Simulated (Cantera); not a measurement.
## Thermodynamics of hydrogen reduction and annealing atmospheres, feed CuO + H₂ + N₂

A closed system holds: 1 mol CuO, 3.6 mol H₂, 10 mol N₂, equilibrated at 21000 Pa.

These are equilibrium values from Cantera (NASA tables, ideal gas, pure condensed phases), not measurements of a reactor. Candidate condensed phases: Cu, CuO, Cu(OH)₂, Cu₂O, H₂O; 27 gas species. The numbers say what is thermodynamically allowed, not how fast it happens.

| T (°C) | x N₂ | x H₂ | x H₂O | x Cu | x H | x NH₃ | x Cu₂ | x OH | n Cu(s) | n Cu(l) |
|---|---|---|---|---|---|---|---|---|---|---|
| 425 | 0.735 | 0.191 | 0.0735 | <1e-12 | <1e-12 | 0.000145 | <1e-12 | <1e-12 | 1.00 | 0 |
| 525 | 0.735 | 0.191 | 0.0735 | <1e-12 | 2.54e-12 | 4.59e-5 | <1e-12 | <1e-12 | 1.00 | 0 |
| 625 | 0.735 | 0.191 | 0.0735 | <1e-12 | 1.04e-10 | 1.85e-5 | <1e-12 | <1e-12 | 1.00 | 0 |
| 725 | 0.735 | 0.191 | 0.0735 | 6.86e-11 | 2.05e-9 | 8.88e-6 | <1e-12 | 1.72e-12 | 1.00 | 0 |
| 825 | 0.735 | 0.191 | 0.0735 | 2.65e-9 | 2.36e-8 | 4.84e-6 | <1e-12 | 4.00e-11 | 1.00 | 0 |
| 925 | 0.735 | 0.191 | 0.0735 | 5.53e-8 | 1.81e-7 | 2.90e-6 | 1.53e-12 | 5.51e-10 | 1.000 | 0 |
| 1025 | 0.735 | 0.191 | 0.0735 | 7.17e-7 | 1.02e-6 | 1.88e-6 | 5.77e-11 | 5.09e-9 | 1.000 | 0 |
| 1125 | 0.735 | 0.191 | 0.0735 | 6.18e-6 | 4.51e-6 | 1.30e-6 | 1.19e-9 | 3.42e-8 | 0 | 1.000 |
| 1225 | 0.735 | 0.191 | 0.0735 | 3.79e-5 | 1.64e-5 | 9.38e-7 | 1.46e-8 | 1.79e-7 | 0 | 0.999 |
| 1325 | 0.735 | 0.191 | 0.0735 | 0.000184 | 5.08e-5 | 7.06e-7 | 1.30e-7 | 7.60e-7 | 0 | 0.997 |
| 1425 | 0.735 | 0.191 | 0.0735 | 0.000737 | 0.000138 | 5.49e-7 | 8.83e-7 | 2.73e-6 | 0 | 0.990 |
| 1525 | 0.733 | 0.190 | 0.0733 | 0.00252 | 0.000335 | 4.38e-7 | 4.79e-6 | 8.48e-6 | 0 | 0.966 |
| 1625 | 0.729 | 0.189 | 0.0729 | 0.00754 | 0.000742 | 3.55e-7 | 2.15e-5 | 2.34e-5 | 0 | 0.896 |
| 1725 | 0.720 | 0.186 | 0.0719 | 0.0201 | 0.00151 | 2.89e-7 | 8.26e-5 | 5.80e-5 | 0 | 0.718 |
x: gas mole fraction; n: condensed amount in mol.

From 425 °C to 1025 °C the condensed part is Cu(s). From 1125 °C to 1725 °C the condensed part is Cu(l).
